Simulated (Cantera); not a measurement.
Charge: 1 mol (CH3)2SiCl2, 0.072 mol C2H2, 39 mol H2, at 2200 °C and 0.133 bar.

Method: chemical equilibrium by Gibbs-energy minimisation in Cantera with the NASA 1993 tables (ideal gas, pure condensed phases). The feed counts by its element totals alone. The tables' values for SiCl are old estimates; treat these amounts as uncertain. Gases not in the tables: Si2H6 and higher silanes. Kinetics and transport are ignored.

```csv
species,before,after
H2,0.880,0.936
H,0.0573,0.0591
HCl,0.0409,0.00233
C2H2 (acetylene),0.00849,0.00125
Si,0.00653,0.00103
SiCl2,0.000645,3.11e-7
SiCl,0.000487,4.25e-6
Si2C,0.000871,8.11e-6
C4H2,3.38e-5,6.93e-7
SiC2,0.00157,3.44e-5
Si2,3.77e-5,9.40e-7
"C(graphite), mol",0.722,0
"SiC(s), mol",0.468,0
```
Gas species are given as mole fractions.

### Question
Which change was made?
A) temperature from 2200 °C to 1075 °C
B) pressure from 0.133 bar to 10.0 mbar
C) H2 from 39 to 790 mol
D) temperature from 2200 °C to 727 °C

### Answer
C, H2 from 39 to 790 mol
